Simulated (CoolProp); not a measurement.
Vapour-liquid equilibrium of R13 (1) + R113 (2) at 269.3 K; x and y are mole fractions of (1).

Values from CoolProp's multi-fluid Helmholtz-energy mixture model, Platzer 1990 and Marx 1992; pair parameters Bell 2016. This equation is an older, rougher fit; its heat capacities, sound speeds and derivatives of the liquid may be far off and weren't checked against measurements.

| x | bubble pressure, mixture model (kPa) | bubble pressure, Raoult's law (kPa) | y, mixture model | y, Raoult's law |
|---|---|---|---|---|
| 0.05 | 125.5 | 101.1 | ? | 0.883 |
| 0.15 | 334.9 | 278.3 | ? | 0.962 |
| 0.25 | 525.1 | 455.6 | 0.976 | 0.980 |
| 0.35 | ? | 632.9 | 0.983 | 0.987 |
| 0.45 | 860.7 | 810.1 | 0.986 | 0.992 |
| 0.55 | 1013 | 987.4 | 0.989 | 0.994 |
| 0.65 | 1161 | 1165 | ? | 0.996 |
| 0.75 | 1310 | 1342 | 0.993 | 0.998 |
| 0.85 | 1471 | 1519 | 0.995 | 0.999 |
| 0.95 | ? | 1696 | 0.998 | 1.000 |

Q: Complete the blanks.

A: 
- 0.05, y, mixture model: 0.900
- 0.15, y, mixture model: 0.963
- 0.35, bubble pressure, mixture model (kPa): 699.2
- 0.65, y, mixture model: 0.991
- 0.95, bubble pressure, mixture model (kPa): 1664

The largest gap from Raoult's law is +24.1 % in bubble pressure, at x = 0.05. No azeotrope shows between x = 0.05 and 0.95.

Pair parameters are fitted to limited data, so mixtures are less certain than the pure fluids. The gap from Raoult's law changes sign with composition, which may be real or a fault of the pair parameters; it wasn't checked against measurements.
